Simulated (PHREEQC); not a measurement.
Consider water at 25 °C with 0.1 mol/kgw Cu(NO3)2 and 3.3e-05 mol/kgw Na2SO4. Closed to the air; pH follows from the charge balance.

Equilibrium calculation in PHREEQC: ion-association model, wateq4f.dat.

Each row changes one thing in this solution. No solid was allowed to form.

```tsv
case	pH	Cu2(OH)2+2 (mol/kgw)	CuOH+ (mol/kgw)	Cu(OH)2 (mol/kgw)	SI of Cu2(OH)3NO3 (Cu2(OH)3NO3)	SI of Tenorite (CuO)
as made	4.22	3.48e-5	6.97e-6	1.55e-7	-0.54	-0.72
Na2SO4 left out	4.22	3.48e-5	6.97e-6	1.55e-7	-0.54	-0.72
Cu(NO3)2 from 0.1 to 0.5 mol/kgw	4.01	5.91e-5	1.59e-5	1.34e-7	+0.40	-0.65
temperature from 25 to 20 °C	4.29	2.87e-5	8.17e-6	2.12e-7	-0.55	-0.77
Na2SO4 replaced by Cs2SO4 at the same molality	4.22	3.48e-5	6.97e-6	1.55e-7	-0.54	-0.72
diluted 5-fold with water	4.59	1.28e-5	4.42e-6	2.83e-7	-1.05	-0.48
```

The ionic strength passes 0.7 mol/kgw, the rough limit of the ion-association models, in Cu(NO3)2 from 0.1 to 0.5 mol/kgw. Species that the database lacks are ignored. Some of these states are supersaturated (in Cu2(OH)3NO3, for instance).
